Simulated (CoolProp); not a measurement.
Vapour pressure (MPa) of c-C4F8 (RC318): the reference equation beside estimates from Tc = 388.4 K, pc = 2.778 MPa, ω = 0.355. Clausius-Clapeyron is anchored at 306.2 K with a constant enthalpy of vaporisation of 20.11 kJ/mol.

The numbers come from the reference Helmholtz-energy equation of state, Platzer 1990 in CoolProp. This equation is an older, rougher fit; its heat capacities, sound speeds and derivatives of the liquid may be far off and weren't checked against measurements.

```
T (K)  reference  Lee-Kesler  Clausius-Clapeyron  van der Waals  Redlich-Kwong  Soave-Redlich-Kwong  Peng-Robinson
-----  ---------  ----------  ------------------  -------------  -------------  -------------------  -------------
292.3     0.2581      0.2585              0.2755         0.7979         0.4352               0.2586         0.2563
296.9     0.3002         ___              0.3132         0.8601         0.4900               0.3011         0.2981
301.5     0.3474      0.3478              0.3546         0.9253         0.5495               0.3487         0.3448
306.2     0.4011         ___              0.4011         0.9950         0.6152               0.4030         0.3982
310.8     0.4595      0.4600              0.4508          1.066         0.6847               0.4622         0.4564
315.4     0.5242         ___              0.5050          1.141         0.7594               0.5278         0.5209
320       0.5954      0.5956              0.5639          1.219         0.8395               0.6001         0.5921
324.6     0.6736      0.6736              0.6276          1.300         0.9251               0.6796         0.6704
329.3     0.7612      0.7609              0.6980          1.386          1.019               0.7687         0.7583
333.9     0.8548      0.8543              0.7723          1.474          1.116               0.8641         0.8526
338.5     0.9569      0.9561              0.8522          1.565          1.220               0.9681         0.9554
343.1      1.068       1.067              0.9379          1.659          1.330                1.081          1.067
347.8      1.191       1.190               1.032          1.759          1.448                1.206          1.192
352.4      1.321       1.320               1.130          1.861            ___                1.339          1.324
```

Task: Fill in the missing entries.

Result: 
- 296.9, Lee-Kesler: 0.3007
- 306.2, Lee-Kesler: 0.4016
- 315.4, Lee-Kesler: 0.5245
- 352.4, Redlich-Kwong: 1.571

Absolute difference from the reference over all 14 rows, mean and median: Lee-Kesler 0.1 and 0.1 %, Clausius-Clapeyron 7.1 and 6.8 %, van der Waals 108.5 and 98.9 %, Redlich-Kwong 40.9 and 39.2 %, Soave-Redlich-Kwong 0.8 and 0.8 %, Peng-Robinson 0.5 and 0.5 %.
